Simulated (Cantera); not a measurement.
# MgO + SO3 + H2O + SO2 (roasting and sulfation)

Input: 1 mol MgO, 0.36 mol SO3, 0.59 mol H2O, 4.3 mol SO2, at 0.100 bar.

Method: chemical equilibrium by Gibbs-energy minimisation in Cantera with the NASA 1993 tables (ideal gas, pure condensed phases). Candidate condensed phases: H2O, H2SO4, Mg, MgO, Mg(OH)2, MgS, MgSO4, S; 26 gas species. Mutual solubility and eutectic melting of coexisting phases are not modelled. Rates play no part.

```csv
T (K),x SO2,x H2O,x O2,x SO3,x OH,n MgO(s),n MgSO4(s)
850,0.879,0.121,<1e-12,1.36e-7,1.94e-12,0.640,0.360
900,0.879,0.121,<1e-12,1.23e-6,3.08e-11,0.640,0.360
950,0.879,0.121,8.83e-11,8.76e-6,3.64e-10,0.640,0.360
1000,0.879,0.121,1.03e-8,5.10e-5,3.34e-9,0.640,0.360
1050,0.879,0.121,7.51e-7,0.000249,2.48e-8,0.641,0.359
1100,0.878,0.121,3.66e-5,0.00105,1.52e-7,0.645,0.355
1150,0.875,0.120,0.00126,0.00385,7.97e-7,0.671,0.329
1200,0.852,0.109,0.0276,0.0115,3.35e-6,1.00,0
1250,0.854,0.109,0.0293,0.00806,6.52e-6,1.00,0
1300,0.855,0.109,0.0304,0.00575,1.20e-5,1.00,0
1350,0.856,0.109,0.0311,0.00419,2.11e-5,1.00,0
```
x: gas mole fraction; n: condensed amount in mol.

From 850 K to 1150 K the condensed part is MgO(s) + MgSO4(s). From 1200 K to 1350 K the condensed part is MgO(s).
